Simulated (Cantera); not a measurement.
Feed: 1 mol Si₃N₄, 39 mol HF, 73 mol N₂, at 8600 Pa.

Equilibrium computed with Cantera from the NASA thermochemical tables; the gas is ideal and each condensed phase is pure. Candidate condensed phases: Si, Si₃N₄; 37 gas species. The tables' values for SiF₃ are old estimates; treat these amounts as uncertain. Rates play no part. All values below are at 1775 K.

Base state: N₂ 0.675, HF 0.244, H₂ 0.0536, SiF₄ 0.0264, SiF₃ 0.000604, H 0.000228, SiHF₃ 1.50e-5 (mole fractions); condensed: gas only.

Problem. What changes in the equilibrium state with this change: HF from 39 to 1 mol?

Solution. 
| species | before | after |
|---|---|---|
| N₂ | 0.675 | 0.988 |
| H₂ | 0.0536 | 0.00635 |
| SiF₂ | 5.24e-6 | 0.00200 |
| HF | 0.244 | 0.000707 |
| SiF₄ | 0.0264 | 0.000717 |
| SiF | <1e-9 | 1.47e-5 |
| SiF₃ | 0.000604 | 0.00195 |
| H | 0.000228 | 7.86e-5 |
| Si₃N₄(s), mol | 0 | 0.884 |
The tables' values for SiF₂, SiF₃, SiF are old estimates; treat these amounts as uncertain.
